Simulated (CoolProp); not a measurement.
A Linde-Hampson liquefier for methane: isothermal reversible compression at 290 K from 1 atm to 30 MPa, throttling to 1 atm, return gas leaving the recuperator 5 K below the feed. Each further row changes one setting.

Computed with CoolProp (reference Helmholtz-energy equation of state, Setzmann 1991).

```json
[
 {"case": "as stated", "liquid yield per pass": "0.246", "compression work (kJ/kg of gas)": "798"},
 {"case": "high pressure 60 MPa", "liquid yield per pass": "0.252", "compression work (kJ/kg of gas)": "912"},
 {"case": "warm-end temperature 320 K", "liquid yield per pass": "0.190", "compression work (kJ/kg of gas)": "903"},
 {"case": "warm-end gap 10 K", "liquid yield per pass": "0.237", "compression work (kJ/kg of gas)": "798"}
]
```
